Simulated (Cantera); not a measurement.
Source: NASA polynomial tables (part measured, part estimated), evaluated in Cantera. Values are per mole of reaction as written; species without (g) are pure solids or liquids, kept so even where they would boil at 1 bar. TaC: taken at fixed stoichiometry.

Q: Between 300 and 2775 K, where is each reaction favourable under standard conditions?
- 2 TaO₂(g) + 2 CH₃(g) → 2 TaC + 4 O(g) + 3 H₂(g)

A: 
- 2 TaO₂(g) + 2 CH₃(g) → 2 TaC + 4 O(g) + 3 H₂(g): ΔG° is 765 kJ at 300 K and 112 kJ at 2775 K; it stays positive (K < 1). ΔH° is 938 kJ and ΔS° 298 J/K at 2775 K.
